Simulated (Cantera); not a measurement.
Charge: 1 mol SiH₄, 0.33 mol CH₄, 10 mol H₂, 4.3 mol HCl, held at 1652 °C.

Equilibrium computed with Cantera from the NASA thermochemical tables; the gas is ideal and each condensed phase is pure. Candidate condensed phases: C, C₆H₆, C₇H₈, C₈H₁₈, Si, SiC; 109 gas species. The tables' values for SiCl₃, SiCl are old estimates; treat these amounts as uncertain. Gases not in the tables: Si₂H₆ and higher silanes. Equilibrium is a limit: real reactors are often held back by kinetics, nucleation or transport.

x: gas mole fraction; n: condensed amount in mol.

```tsv
P (Pa)	x H₂	x HCl	x SiCl₂	x H	x Si	x Cl	x SiCl₃	n SiC(s)
100	0.752	0.178	0.0319	0.0262	0.00503	[?]	6.27e-5	0.328
320	0.769	0.175	0.0360	0.0148	0.00188	[?]	0.000123	0.329
1000	0.777	0.174	0.0378	0.00843	0.000645	[?]	0.000225	0.330
3200	0.781	0.174	0.0384	0.00472	0.000206	[?]	0.000408	0.330
10000	0.784	0.173	0.0384	0.00268	6.64e-5	[?]	0.000720	0.330
32000	0.786	0.173	0.0379	0.00150	2.07e-5	[?]	0.00127	0.330
100000	0.788	0.172	0.0369	0.000848	6.52e-6	[?]	0.00216	0.329
```

Task: Some entries are withheld; supply them.

Result: 
- 100, x Cl: 0.00467
- 320, x Cl: 0.00254
- 1000, x Cl: 0.00142
- 3200, x Cl: 0.000789
- 10000, x Cl: 0.000445
- 32000, x Cl: 0.000248
- 100000, x Cl: 0.000139
